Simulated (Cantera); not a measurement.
Cantera with NASA thermochemical tables; ideal gases at 1 bar, condensed phases pure. Values are per mole of reaction as written; species without (g) are pure solids or liquids, kept so even where they would boil at 1 bar.

Problem. Between 300 and 1798 K, where is each reaction favourable under standard conditions?
- 2 O(g) + P2(g) + 2 NH3(g) = 2 PH3(g) + 2 NO(g)

Solution. 
- 2 O(g) + P2(g) + 2 NH3(g) = 2 PH3(g) + 2 NO(g): ΔG° is -332 kJ at 300 K and -199 kJ at 1798 K; it stays negative (K > 1). ΔH° is -354 kJ and ΔS° -86 J/K at 1798 K.
